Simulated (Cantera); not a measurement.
# Al + O2 + H2 (metals in furnace atmospheres)

Charge: 1 mol Al, 0.43 mol O2, 1.7 mol H2, at 1125 °C and 0.0670 bar.

Method: chemical equilibrium by Gibbs-energy minimisation in Cantera with the NASA 1993 tables (ideal gas, pure condensed phases). Candidate condensed phases: Al, Al2O3, H2O; 19 gas species. Mutual solubility and eutectic melting of coexisting phases are not modelled. Rates play no part.

- x(H2): 1.000
- x(Al): 3.25e-5
- x(H): 1.83e-5
- x(AlH): 1.55e-5
- x(Al2O): 1.55e-5
- n(Al(l)): 0.427 mol
- n(Al2O3(s)): 0.287 mol
- gas amount: 1.700 mol
